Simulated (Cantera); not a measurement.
## Titanium nitride, carbide and oxide coatings: Ti(OiPr)4 + H2O

Input: 1 mol Ti(OiPr)4, 0.11 mol H2O, held at 0.960 bar.

Method: chemical equilibrium by Gibbs-energy minimisation in Cantera with the NASA 1993 tables (ideal gas, pure condensed phases). Candidate condensed phases: C, C6H6, C7H8, C8H18, H2O, Ti, TiC, TiO, TiO2, Ti2O3, Ti3O5, Ti4O7; 113 gas species. The feed counts by its element totals alone. TiC: taken at fixed stoichiometry. Condensed phases not in the tables: Magnéli phases beyond Ti4O7. Gases not in the tables: TiO(OH)2. Kinetics and transport are ignored.

```tsv
T (K)	x H2	x CO	x CH4	x H2O	x CO2	x H	x C2H2 (acetylene)	n C(graphite)	n TiO2(rutile)	n Ti3O5(s)	n TiC(s)
1000	0.804	0.101	0.0592	0.0307	0.00553	2.08e-9	9.17e-10	9.55	1.00	0	0
1200	0.857	0.129	0.0111	0.00275	0.000300	1.86e-7	8.80e-8	9.76	1.00	0	0
1400	0.849	0.148	0.00299	0.000448	3.59e-5	4.57e-6	2.14e-6	9.52	0	0.333	0
1600	0.773	0.226	0.000937	0.000146	1.42e-5	4.88e-5	2.13e-5	6.88	0	0	1.00
1800	0.773	0.226	0.000442	4.78e-5	3.65e-6	0.000321	0.000136	6.88	0	0	1.00
2000	0.772	0.225	0.000243	1.96e-5	1.25e-6	0.00146	0.000593	6.86	0	0	1.00
2200	0.768	0.225	0.000149	9.46e-6	5.25e-7	0.00504	0.00197	6.81	0	0	1.000
```
x: gas mole fraction; n: condensed amount in mol.

From 1000 K to 1200 K the condensed part is C(graphite) + TiO2(rutile). At 1400 K the condensed part is C(graphite) + Ti3O5(s). From 1600 K to 2200 K the condensed part is C(graphite) + TiC(s).
